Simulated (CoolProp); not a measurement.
Model: reference Helmholtz-energy equation of state, Lemmon 2000, in CoolProp. It is a pseudo-pure fit of the blend.

Problem. For dry air, give the phase and the density (kg/m³), cp (kJ/(kg K)), viscosity (µPa s) at -202.05 °C and 2480 kPa.

Solution. 
- -202.05 °C and 2480 kPa: liquid; density 915, cp 1.90, viscosity 233

Viscosity comes from a separate model (Lemmon 2004).
